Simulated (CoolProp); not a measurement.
Vapour-liquid equilibrium of isobutene (1) + n-octane (2) at 31.8 kPa; x and y are mole fractions of (1).

Values from CoolProp's multi-fluid Helmholtz-energy mixture model, Lemmon 2005 and Beckmüller 2019; pair parameters Bell 2016.

```json
[
 {"x": "0.05", "bubble temperature, mixture model (K)": "319.4", "bubble temperature, Raoult's law (K)": "318.1", "y, mixture model": "0.828", "y, Raoult's law": "0.842"},
 {"x": "0.2", "bubble temperature, mixture model (K)": "277.8", "bubble temperature, Raoult's law (K)": "277.9", "y, mixture model": "0.986", "y, Raoult's law": "0.986"},
 {"x": "0.35", "bubble temperature, mixture model (K)": "263.4", "bubble temperature, Raoult's law (K)": "263.3", "y, mixture model": "0.996", "y, Raoult's law": "0.996"},
 {"x": "0.5", "bubble temperature, mixture model (K)": "254.9", "bubble temperature, Raoult's law (K)": "254.8", "y, mixture model": "0.998", "y, Raoult's law": "0.998"},
 {"x": "0.65", "bubble temperature, mixture model (K)": "249.0", "bubble temperature, Raoult's law (K)": "248.9", "y, mixture model": "0.999", "y, Raoult's law": "0.999"},
 {"x": "0.8", "bubble temperature, mixture model (K)": "244.5", "bubble temperature, Raoult's law (K)": "244.5", "y, mixture model": "1.000", "y, Raoult's law": "1.000"},
 {"x": "0.95", "bubble temperature, mixture model (K)": "240.9", "bubble temperature, Raoult's law (K)": "240.9", "y, mixture model": "1.000", "y, Raoult's law": "1.000"}
]
```

The largest gap from Raoult's law is +1.3 K in bubble temperature, at x = 0.05. No azeotrope shows between x = 0.05 and 0.95.

The pair parameters rest on a limited set of measurements; away from them the model extrapolates.
